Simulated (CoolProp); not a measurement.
CH3F (R41) at several states: density (kg/m³) from the reference equation and from simpler models built on Tc = 317.3 K, pc = 59.06 bar, ω = 0.200; each cubic takes its own stable root.

Computed with CoolProp (reference Helmholtz-energy equation of state, Lemmon 2006). It is a short technical equation, of lower accuracy than the large ones.

```tsv
T (K)	p (bar)	phase	reference
289.5	147	liquid	688.4
241.5	1.07	gas	1.848
293.2	12.4	gas	19.57
280.3	5.11	gas	7.883
```

### Question
How far does each simpler model (van der Waals, Redlich-Kwong, Soave-Redlich-Kwong, Peng-Robinson) lie from the reference over these 4 states: mean and median of the absolute difference, and the worst?

### Answer
- van der Waals: mean 11.9 %, median 2.8 %, worst -41.3 % at 289.5 K and 147 bar
- Redlich-Kwong: mean 6.7 %, median 1.6 %, worst -22.9 % at 289.5 K and 147 bar
- Soave-Redlich-Kwong: mean 6.2 %, median 1.4 %, worst -21.6 % at 289.5 K and 147 bar
- Peng-Robinson: mean 3.4 %, median 0.7 %, worst -12.0 % at 289.5 K and 147 bar
